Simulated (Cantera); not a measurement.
Input: 1 mol B2H6, 0.91 mol H2O, 9.7 mol H2, 27 mol N2.

Method: chemical equilibrium by Gibbs-energy minimisation in Cantera with the NASA 1993 tables (ideal gas, pure condensed phases). Candidate condensed phases: B, BN, B2O3, B3O3H3, H2O; 39 gas species. The feed counts by its element totals alone. N2 is the only nitrogen source here; it is nearly inert below about 1500 K, so the nitride shown seldom forms there in practice. Mutual solubility and eutectic melting of coexisting phases are not modelled. Gases not in the tables: H3BO3. The numbers say what is thermodynamically allowed, not how fast it happens.

Stable condensed phases, one row left out:

```
T in K \ P in Pa
             10     28     77    220    600   1700   4600  13000  36000 100000
   2050       A      A      B      B      B      B      B      B      B      B
   1950       B      B      B      B      B      B      B      B      B      B
   1850       B      B      B      B      B      B      B      B      B      B
   1750       B      B      B      B      B      B      B      B      B      B
   1650       B      B      B      B      B      B      B      B      C      C
   1550       B      B      B      B      B      B      C      C      C      C
   1450       B      B      B      B      C      C      C      C      C      C
   1250       C      C      C      C      C      C      C      C      C      C
   1150       C      C      C      C      C      C      C      C      C      C
   1050       C      C      C      C      C      C      C      C      C      C
    950       C      C      C      C      C      C      C      C      C      C
    850       C      C      C      C      C      C      C      C      C      C
```

A: B; B: BN; C: BN + B2O3.

Task: Give the row for 1350 K.

Result: 10: BN; 28: BN + B2O3; 77: BN + B2O3; 220: BN + B2O3; 600: BN + B2O3; 1700: BN + B2O3; 4600: BN + B2O3; 13000: BN + B2O3; 36000: BN + B2O3; 100000: BN + B2O3.
